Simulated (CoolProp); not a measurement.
Aqueous ammonia as a coolant, 22 % by mass, freezing at -43.2 °C, 1 atm.

Computed with CoolProp (Melinder's fits for secondary coolants).

```json
[
 {"T (°C)": "-14.1", "density (kg/m³)": "931.5", "Prandtl number": "38.4", "cp (kJ/(kg K))": "4.255", "viscosity (mPa s)": "3.71"},
 {"T (°C)": "-10.8", "density (kg/m³)": "930.3", "Prandtl number": "33.3", "cp (kJ/(kg K))": "4.249", "viscosity (mPa s)": "3.27"},
 {"T (°C)": "-7.4", "density (kg/m³)": "929.0", "Prandtl number": "29.0", "cp (kJ/(kg K))": "4.244", "viscosity (mPa s)": "2.89"},
 {"T (°C)": "-4", "density (kg/m³)": "927.6", "Prandtl number": "25.4", "cp (kJ/(kg K))": "4.239", "viscosity (mPa s)": "2.57"},
 {"T (°C)": "-0.6", "density (kg/m³)": "926.2", "Prandtl number": "22.4", "cp (kJ/(kg K))": "4.235", "viscosity (mPa s)": "2.30"},
 {"T (°C)": "2.8", "density (kg/m³)": "924.7", "Prandtl number": "19.9", "cp (kJ/(kg K))": "4.231", "viscosity (mPa s)": "2.07"},
 {"T (°C)": "6.2", "density (kg/m³)": "923.2", "Prandtl number": "17.7", "cp (kJ/(kg K))": "4.228", "viscosity (mPa s)": "1.87"},
 {"T (°C)": "9.6", "density (kg/m³)": "921.6", "Prandtl number": "15.8", "cp (kJ/(kg K))": "4.225", "viscosity (mPa s)": "1.70"},
 {"T (°C)": "13", "density (kg/m³)": "919.9", "Prandtl number": "14.2", "cp (kJ/(kg K))": "4.221", "viscosity (mPa s)": "1.54"},
 {"T (°C)": "16.4", "density (kg/m³)": "918.2", "Prandtl number": "12.8", "cp (kJ/(kg K))": "4.219", "viscosity (mPa s)": "1.41"},
 {"T (°C)": "19.7", "density (kg/m³)": "916.5", "Prandtl number": "11.5", "cp (kJ/(kg K))": "4.216", "viscosity (mPa s)": "1.29"},
 {"T (°C)": "23.1", "density (kg/m³)": "914.7", "Prandtl number": "10.4", "cp (kJ/(kg K))": "4.213", "viscosity (mPa s)": "1.18"},
 {"T (°C)": "26.5", "density (kg/m³)": "912.8", "Prandtl number": "9.40", "cp (kJ/(kg K))": "4.211", "viscosity (mPa s)": "1.08"},
 {"T (°C)": "29.9", "density (kg/m³)": "910.9", "Prandtl number": "8.48", "cp (kJ/(kg K))": "4.208", "viscosity (mPa s)": "0.982"}
]
```
